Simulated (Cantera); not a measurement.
A closed system holds: 1 mol HMDSO, 12 mol H2O, 5.3 mol H2, held at 255 Torr.

These are equilibrium values from Cantera (NASA tables, ideal gas, pure condensed phases), not measurements of a reactor. Candidate condensed phases: C, C6H6, C7H8, C8H18, H2O, Si, SiC, SiO2; 123 gas species. The feed counts by its element totals alone. The tables hold silica as quartz up to 1696 K and as liquid above; real silica turns to tridymite and cristobalite and melts near 1996 K. Gases not in the tables: Si(OH)4. Rates play no part.

log p: log10 of the partial pressure in bar; n: condensed amount in mol.

```json
[
 {"T (K)": "1198", "log p H2": "-0.60", "log p CO": "-1.23", "log p H2O": "-1.57", "log p CO2": "-2.33", "log p H": "-7.02", "log p SiO": "<-12", "n SiO2(β-quartz)": "2.00", "n SiO2(condensed)": "0"},
 {"T (K)": "1248", "log p H2": "-0.60", "log p CO": "-1.23", "log p H2O": "-1.56", "log p CO2": "-2.38", "log p H": "-6.63", "log p SiO": "?", "n SiO2(β-quartz)": "2.00", "n SiO2(condensed)": "0"},
 {"T (K)": "1298", "log p H2": "-0.60", "log p CO": "-1.23", "log p H2O": "-1.56", "log p CO2": "-2.42", "log p H": "-6.27", "log p SiO": "?", "n SiO2(β-quartz)": "2.00", "n SiO2(condensed)": "0"},
 {"T (K)": "1348", "log p H2": "-0.60", "log p CO": "-1.22", "log p H2O": "-1.55", "log p CO2": "-2.46", "log p H": "-5.94", "log p SiO": "?", "n SiO2(β-quartz)": "2.00", "n SiO2(condensed)": "0"},
 {"T (K)": "1398", "log p H2": "-0.60", "log p CO": "-1.22", "log p H2O": "-1.55", "log p CO2": "-2.50", "log p H": "-5.63", "log p SiO": "?", "n SiO2(β-quartz)": "2.00", "n SiO2(condensed)": "0"},
 {"T (K)": "1448", "log p H2": "-0.61", "log p CO": "-1.22", "log p H2O": "-1.54", "log p CO2": "-2.53", "log p H": "-5.34", "log p SiO": "?", "n SiO2(β-quartz)": "2.00", "n SiO2(condensed)": "0"},
 {"T (K)": "1498", "log p H2": "-0.61", "log p CO": "-1.22", "log p H2O": "-1.54", "log p CO2": "-2.56", "log p H": "-5.07", "log p SiO": "?", "n SiO2(β-quartz)": "2.00", "n SiO2(condensed)": "0"},
 {"T (K)": "1548", "log p H2": "-0.61", "log p CO": "-1.22", "log p H2O": "-1.54", "log p CO2": "-2.59", "log p H": "-4.81", "log p SiO": "?", "n SiO2(β-quartz)": "2.00", "n SiO2(condensed)": "0"},
 {"T (K)": "1598", "log p H2": "-0.61", "log p CO": "-1.22", "log p H2O": "-1.53", "log p CO2": "-2.62", "log p H": "-4.58", "log p SiO": "?", "n SiO2(β-quartz)": "2.00", "n SiO2(condensed)": "0"},
 {"T (K)": "1648", "log p H2": "-0.61", "log p CO": "-1.22", "log p H2O": "-1.53", "log p CO2": "-2.65", "log p H": "-4.35", "log p SiO": "?", "n SiO2(β-quartz)": "2.00", "n SiO2(condensed)": "0"},
 {"T (K)": "1698", "log p H2": "-0.61", "log p CO": "-1.21", "log p H2O": "-1.53", "log p CO2": "-2.67", "log p H": "-4.14", "log p SiO": "?", "n SiO2(β-quartz)": "0", "n SiO2(condensed)": "2.00"},
 {"T (K)": "1748", "log p H2": "-0.61", "log p CO": "-1.21", "log p H2O": "-1.53", "log p CO2": "-2.69", "log p H": "-3.94", "log p SiO": "?", "n SiO2(β-quartz)": "0", "n SiO2(condensed)": "2.00"},
 {"T (K)": "1798", "log p H2": "-0.61", "log p CO": "-1.21", "log p H2O": "-1.53", "log p CO2": "-2.71", "log p H": "-3.76", "log p SiO": "?", "n SiO2(β-quartz)": "0", "n SiO2(condensed)": "2.00"},
 {"T (K)": "1848", "log p H2": "-0.61", "log p CO": "-1.21", "log p H2O": "-1.53", "log p CO2": "-2.73", "log p H": "-3.58", "log p SiO": "?", "n SiO2(β-quartz)": "0", "n SiO2(condensed)": "2.00"}
]
```

Question: What belongs in the gaps?

Answer: 
- 1248, log p SiO: -11.63
- 1298, log p SiO: -10.76
- 1348, log p SiO: -9.95
- 1398, log p SiO: -9.20
- 1448, log p SiO: -8.51
- 1498, log p SiO: -7.86
- 1548, log p SiO: -7.25
- 1598, log p SiO: -6.68
- 1648, log p SiO: -6.15
- 1698, log p SiO: -5.65
- 1748, log p SiO: -5.19
- 1798, log p SiO: -4.76
- 1848, log p SiO: -4.34
